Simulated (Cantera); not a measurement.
A Cantera script and its output.

```python
import numpy as np
import cantera as ct

gas = ct.Solution("h2o2.yaml")
gas.TPX = 700, 500000, {'H2': 1, 'O2': 0.333, 'N2': 1.25}
flame = ct.FreeFlame(gas, width=0.013)
flame.set_refine_criteria(ratio=3, slope=0.08, curve=0.16)
flame.transport_model = "mixture-averaged"
flame.solve(loglevel=0, auto=True)
z, T = flame.grid, flame.T
thick = (T[-1] - T[0]) / np.gradient(T, z).max()
show = ['H2', 'O2', 'HO2', 'OH', 'H2O', 'H2O2']
print(f"laminar burning velocity  {flame.velocity[0] * 100:.3f} cm/s")
print(f"burnt temperature         {T[-1]:.1f} K")
print(f"thermal thickness         {thick * 1e3:.4f} mm")
print(f"grid points               {len(z)}")
z0 = z[flame.heat_release_rate.argmax()]
print(f"{'z/mm':>9s}{'T/K':>9s}{'u/(m/s)':>9s}" + "".join(f"{s:>11s}" for s in show))
rows = []
for k in (-3, -2, -1.5, -1, -0.5, -0.25, 0, 0.25, 0.5, 1, 2, 4, 8):
    zz = z0 + k * thick
    rows.append([k * thick, np.interp(zz, z, T), np.interp(zz, z, flame.velocity),
                 *(np.interp(zz, z, flame.X[gas.species_index(s)]) for s in show)])
    print(f"{rows[-1][0] * 1e3:9.3f}{rows[-1][1]:9.1f}{rows[-1][2]:9.3f}" + "".join(f"{x:11.3e}" for x in rows[-1][3:]))
```

Output:

```
laminar burning velocity  1234.742 cm/s
burnt temperature         2555.2 K
thermal thickness         0.0605 mm
grid points               122
     z/mm      T/K  u/(m/s)         H2         O2        HO2         OH        H2O       H2O2
   -0.182    700.0   12.347  3.871e-01  1.289e-01  9.967e-12  1.630e-16  8.297e-12  2.018e-14
   -0.121    700.0   12.347  3.871e-01  1.289e-01  9.925e-10  8.481e-14  7.265e-10  1.545e-12
   -0.091    700.0   12.347  3.871e-01  1.289e-01  1.852e-08  2.541e-12  1.120e-08  2.935e-11
   -0.061    700.2   12.348  3.870e-01  1.290e-01  2.226e-06  9.982e-10  1.040e-06  4.560e-09
   -0.030    730.5   12.775  3.804e-01  1.292e-01  5.325e-04  8.303e-05  1.280e-03  7.079e-06
   -0.015    981.0   16.677  3.424e-01  1.221e-01  5.815e-04  1.153e-03  2.465e-02  3.478e-05
    0.000   1428.5   23.531  2.493e-01  8.383e-02  2.785e-04  4.014e-03  1.082e-01  1.133e-05
    0.015   1750.9   28.453  1.659e-01  3.362e-02  1.051e-04  8.666e-03  2.021e-01  3.376e-06
    0.030   1912.5   30.848  1.360e-01  1.242e-02  3.705e-05  1.133e-02  2.421e-01  2.034e-06
    0.061   2067.5   33.036  1.296e-01  4.217e-03  1.221e-05  1.258e-02  2.602e-01  1.149e-06
    0.121   2213.1   35.003  1.335e-01  2.286e-03  6.370e-06  1.177e-02  2.691e-01  6.701e-07
    0.242   2339.8   36.656  1.374e-01  1.217e-03  3.288e-06  9.685e-03  2.772e-01  4.082e-07
    0.484   2435.3   37.866  1.403e-01  5.615e-04  1.461e-06  7.131e-03  2.840e-01  2.437e-07
```

Model: the H2/O2 subset of GRI-Mech 3.0, which has no nitrogen chemistry, integrated in Cantera. The hydrogen kinetics of GRI-Mech 3.0 are dated; newer H2 mechanisms differ, most at raised pressure. Burning velocities carry a grid error of a few per cent, more on coarse grids.
